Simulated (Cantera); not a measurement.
## Equilibrium for aluminium nitride and oxide growth: Al(CH3)3 + NH3 + H2

Input: 1 mol Al(CH3)3, 24 mol NH3, 30 mol H2, equilibrated at 0.000450 bar.

Cantera equilibrium calculation (NASA polynomials, part measured and part estimated; ideal gas, pure solids and liquids). Candidate condensed phases: Al, AlN, C, C6H6, C7H8, C8H18; 97 gas species. The feed counts by its element totals alone. Kinetics and transport are ignored.

From 800 K to 1700 K the condensed part is AlN(s) + C(graphite). From 1800 K to 2100 K the condensed part is C(graphite).

```json
[
 {"T (K)": "800", "x H2": "0.859", "x N2": "0.140", "x H": "1.27e-10", "x Al": "<1e-12", "x HCN": "3.25e-8", "x C2H2 (acetylene)": "1.11e-12", "n AlN(s)": "1.00", "n C(graphite)": "2.96"},
 {"T (K)": "900", "x H2": "0.860", "x N2": "0.140", "x H": "5.11e-9", "x Al": "<1e-12", "x HCN": "3.03e-7", "x C2H2 (acetylene)": "4.83e-11", "n AlN(s)": "1.00", "n C(graphite)": "2.99"},
 {"T (K)": "1000", "x H2": "0.860", "x N2": "0.140", "x H": "9.92e-8", "x Al": "<1e-12", "x HCN": "1.80e-6", "x C2H2 (acetylene)": "9.81e-10", "n AlN(s)": "1.00", "n C(graphite)": "3.00"},
 {"T (K)": "1100", "x H2": "0.860", "x N2": "0.140", "x H": "1.13e-6", "x Al": "<1e-12", "x HCN": "7.72e-6", "x C2H2 (acetylene)": "1.14e-8", "n AlN(s)": "1.00", "n C(graphite)": "3.00"},
 {"T (K)": "1200", "x H2": "0.860", "x N2": "0.140", "x H": "8.63e-6", "x Al": "4.74e-11", "x HCN": "2.59e-5", "x C2H2 (acetylene)": "8.83e-8", "n AlN(s)": "1.00", "n C(graphite)": "3.00"},
 {"T (K)": "1300", "x H2": "0.860", "x N2": "0.140", "x H": "4.84e-5", "x Al": "6.59e-9", "x HCN": "7.19e-5", "x C2H2 (acetylene)": "4.95e-7", "n AlN(s)": "1.000", "n C(graphite)": "2.99"},
 {"T (K)": "1400", "x H2": "0.859", "x N2": "0.140", "x H": "0.000213", "x Al": "4.49e-7", "x HCN": "0.000172", "x C2H2 (acetylene)": "2.17e-6", "n AlN(s)": "1.000", "n C(graphite)": "2.99"},
 {"T (K)": "1500", "x H2": "0.859", "x N2": "0.140", "x H": "0.000769", "x Al": "1.73e-5", "x HCN": "0.000367", "x C2H2 (acetylene)": "7.75e-6", "n AlN(s)": "0.999", "n C(graphite)": "2.97"},
 {"T (K)": "1600", "x H2": "0.857", "x N2": "0.140", "x H": "0.00237", "x Al": "0.000420", "x HCN": "0.000708", "x C2H2 (acetylene)": "2.36e-5", "n AlN(s)": "0.965", "n C(graphite)": "2.94"},
 {"T (K)": "1700", "x H2": "0.844", "x N2": "0.141", "x H": "0.00638", "x Al": "0.00694", "x HCN": "0.00126", "x C2H2 (acetylene)": "6.20e-5", "n AlN(s)": "0.416", "n C(graphite)": "2.88"},
 {"T (K)": "1800", "x H2": "0.829", "x N2": "0.142", "x H": "0.0154", "x Al": "0.0118", "x HCN": "0.00210", "x C2H2 (acetylene)": "0.000145", "n AlN(s)": "0", "n C(graphite)": "2.79"},
 {"T (K)": "1900", "x H2": "0.811", "x N2": "0.140", "x H": "0.0337", "x Al": "0.0117", "x HCN": "0.00328", "x C2H2 (acetylene)": "0.000310", "n AlN(s)": "0", "n C(graphite)": "2.66"},
 {"T (K)": "2000", "x H2": "0.779", "x N2": "0.136", "x H": "0.0677", "x Al": "0.0115", "x HCN": "0.00480", "x C2H2 (acetylene)": "0.000598", "n AlN(s)": "0", "n C(graphite)": "2.46"},
 {"T (K)": "2100", "x H2": "0.724", "x N2": "0.131", "x H": "0.125", "x Al": "0.0112", "x HCN": "0.00661", "x C2H2 (acetylene)": "0.00105", "n AlN(s)": "0", "n C(graphite)": "2.18"}
]
```
x: gas mole fraction; n: condensed amount in mol.
